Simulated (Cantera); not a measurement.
Feed: 1 mol C, 1.2 mol H2O, at 452 °C and 0.00133 bar.

Cantera equilibrium calculation (NASA polynomials, part measured and part estimated; ideal gas, pure solids and liquids). Candidate condensed phases: C, C6H6, C7H8, C8H18, H2O; 110 gas species. Equilibrium is a limit: real reactors are often held back by kinetics, nucleation or transport.

Base state: H2 0.548, CO 0.270, CO2 0.141, H2O 0.0380, CH4 0.00206 (mole fractions); condensed: C(graphite).

What changes in the equilibrium state with this change: temperature from 452 °C to 975 °C?


```json
[
 {"species": "H2", "before": "0.548", "after": "0.487"},
 {"species": "CO", "before": "0.270", "after": "0.422"},
 {"species": "H2O", "before": "0.0380", "after": "0.0584"},
 {"species": "CO2", "before": "0.141", "after": "0.0325"},
 {"species": "CH4", "before": "0.00206", "after": "<1e-9"},
 {"species": "C(graphite), mol", "before": "0.160", "after": "0"}
]
```

What changes in the equilibrium state with this change: H2O from 1.2 to 2.5 mol?


```tsv
species	before	after
H2	0.548	0.503
CO2	0.141	0.217
H2O	0.0380	0.212
CO	0.270	0.0685
CH4	0.00206	7.21e-5
C(graphite), mol	0.160	0
```
